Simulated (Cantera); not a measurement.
A diamond (100) surface in a fixed gas of H2 with x(CH4) = 0.0023, x(H) = 0.018, x(CH3) = 1.1e-05, at 950 K; coverages are run to steady state.

Cantera simulation using the Harris–Goodwin 1993 mechanism for the reconstructed diamond (100) surface; the numbers are that mechanism's predictions, not measurements.

θ: site fractions in the mechanism's names (c6HH fully hydrogenated, c6H* and c6*H radical sites, c6** diradical, c6HM methylated).

| P (Pa) | growth (µm/h) | θ c6HH | θ c6H* | θ c6*H | θ c6** | θ c6HM |
|---|---|---|---|---|---|---|
| 1300 | ? | 0.643 | 0.0142 | 0.336 | 0.00673 | 0.000409 |
| 2000 | ? | 0.643 | 0.0142 | 0.335 | 0.00673 | 0.000411 |
| 2900 | ? | 0.643 | 0.0142 | 0.335 | 0.00674 | 0.000412 |
| 4400 | ? | 0.643 | 0.0143 | 0.335 | 0.00674 | 0.000412 |
| 6700 | ? | 0.643 | 0.0144 | 0.335 | 0.00675 | 0.000413 |
| 10000 | ? | 0.643 | 0.0145 | 0.335 | 0.00677 | 0.000413 |
| 15000 | ? | 0.643 | 0.0147 | 0.335 | 0.00679 | 0.000414 |
| 23000 | ? | 0.643 | 0.0149 | 0.335 | 0.00682 | 0.000415 |

Task: Fill in the missing entries.

Result: 
- 1300, growth (µm/h): 0.0589
- 2000, growth (µm/h): 0.0910
- 2900, growth (µm/h): 0.132
- 4400, growth (µm/h): 0.201
- 6700, growth (µm/h): 0.307
- 10000, growth (µm/h): 0.458
- 15000, growth (µm/h): 0.688
- 23000, growth (µm/h): 1.06
